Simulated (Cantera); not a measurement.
What does this Cantera script print?

```python
import numpy as np
import cantera as ct

gas = ct.Solution("gri30.yaml", transport_model="mixture-averaged")
show = ['CH3', 'C2H2', 'H2O']

rows = []
print(f"{'T/K':>7s}{'rho':>11s}{'cp':>10s}{'mu':>11s}{'lambda':>11s}{'Pr':>7s}" + "".join(f"{'D_' + s:>11s}" for s in show))
for T in [400, 600, 800, 1000, 1200, 1400]:
    gas.TPX = T, 1333, {'C2H6': 0.91}
    Pr = gas.cp_mass * gas.viscosity / gas.thermal_conductivity
    D = [gas.mix_diff_coeffs_mole[gas.species_index(s)] for s in show]
    rows.append([gas.density, gas.cp_mass, gas.viscosity, gas.thermal_conductivity, Pr, *D])
    print(f"{T:7g}{gas.density:11.4e}{gas.cp_mass:10.1f}{gas.viscosity:11.4e}"
          f"{gas.thermal_conductivity:11.4e}{Pr:7.3f}" + "".join(f"{d:11.4e}" for d in D))
print("SI units: kg/m3, J/kg/K, Pa s, W/m/K, m2/s")
```

Output:

```
    T/K        rho        cp         mu     lambda     Pr      D_CH3     D_C2H2      D_H2O
    400 1.2052e-02    2166.5 1.2323e-05 3.5590e-02  0.750 2.0571e-03 1.5176e-03 2.0113e-03
    600 8.0349e-03    2972.3 1.7444e-05 6.9019e-02  0.751 4.2598e-03 3.1882e-03 4.4171e-03
    800 6.0261e-03    3590.7 2.1836e-05 1.0464e-01  0.749 7.0310e-03 5.3035e-03 7.5548e-03
   1000 4.8209e-03    4080.0 2.5738e-05 1.3980e-01  0.751 1.0305e-02 7.8088e-03 1.1324e-02
   1200 4.0174e-03    4448.8 2.9288e-05 1.7363e-01  0.750 1.4037e-02 1.0668e-02 1.5657e-02
   1400 3.4435e-03    4735.6 3.2574e-05 2.0583e-01  0.749 1.8198e-02 1.3857e-02 2.0506e-02
SI units: kg/m3, J/kg/K, Pa s, W/m/K, m2/s
```

Detailed kinetics in Cantera: GRI-Mech 3.0 (53 species, 325 reactions). The composition is frozen, though it would react at the higher temperatures.
